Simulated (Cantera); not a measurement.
A Cantera script and what it prints.

```python
import numpy as np
import cantera as ct

gas_names = """
    CL CL2 H HCL H2 Si SiCL SiCL2 SiCL3 SiCL4 SiH SiHCL3 SiH2 SiH2CL2 SiH3 SiH3CL SiH4 Si2 Si3
""".split()
cond_names = """
    Si(cr) Si(L)
""".split()


# ... load() reads the species with a 1 bar reference pressure and builds the phases ...
atoms = {
    'Si2H6': {'Si': 2, 'H': 6},
    'HCl': {'H': 1, 'CL': 1},
    'H2': {'H': 2},
}
top_T = {}  # K; cautious upper limits of use, not melting points


# ... equilibrate(T, P, feed) seeds the gas with the atoms and calls Mixture.equilibrate('TP', solver="vcs", rtol=1e-11, max_steps=5000) ...
results = []
feed = {'Si2H6': 1, 'HCl': 3.7, 'H2': 15}  # mol
P = 10000  # Pa
for T in [948, 1023, 1098, 1173, 1248, 1323, 1398, 1473]:
    mix = equilibrate(T, P, feed)
    results.append((T, P, feed, dict(zip(mix.species_names, mix.species_moles))))

top = {s: max(r[3][s] / sum(r[3][g] for g in gas_names) for r in results) for s in gas_names}
cols = sorted((s for s in top if top[s] > 0.0001), key=lambda s: -top[s])[:9]
seen = [c for c in cond_names if any(r[3].get(c, 0) > 1e-12 for r in results)]
print("log10 of partial pressures in bar; condensed amounts in mol")
print(f"{'T/K':>10s}" + "".join(f"{s[:9]:>10s}" for s in cols + seen))
for T, P, feed, n in results:
    ng = sum(n[g] for g in gas_names)
    print(f"{T:10.4g}" + "".join(f"{np.log10(max(n[s] / ng * P / 1e5, 1e-99)):10.3f}" for s in cols)
          + "".join(f"{n.get(c, 0):10.4g}" for c in seen))
```

Result:

```
log10 of partial pressures in bar; condensed amounts in mol
       T/K        H2       HCL     SiCL2     SiCL4    SiHCL3     SiCL3   SiH2CL2    Si(cr)
       948    -1.025    -3.008    -4.809    -2.505    -2.868    -4.421    -4.226     1.046
      1023    -1.028    -2.732    -4.187    -2.536    -2.904    -4.024    -4.228     1.088
      1098    -1.033    -2.505    -3.669    -2.596    -2.961    -3.706    -4.248     1.143
      1173    -1.039    -2.322    -3.247    -2.704    -3.054    -3.472    -4.296     1.197
      1248    -1.046    -2.185    -2.923    -2.889    -3.204    -3.335    -4.386     1.233
      1323    -1.053    -2.096    -2.701    -3.181    -3.433    -3.310    -4.530     1.242
      1398    -1.058    -2.049    -2.572    -3.576    -3.738    -3.389    -4.723     1.233
      1473    -1.060    -2.031    -2.504    -4.025    -4.082    -3.532    -4.943     1.218
```

These are equilibrium values from Cantera (NASA tables, ideal gas, pure condensed phases), not measurements of a reactor. The feed counts by its element totals alone. The tables' values for SiCl3 are old estimates; treat these amounts as uncertain.
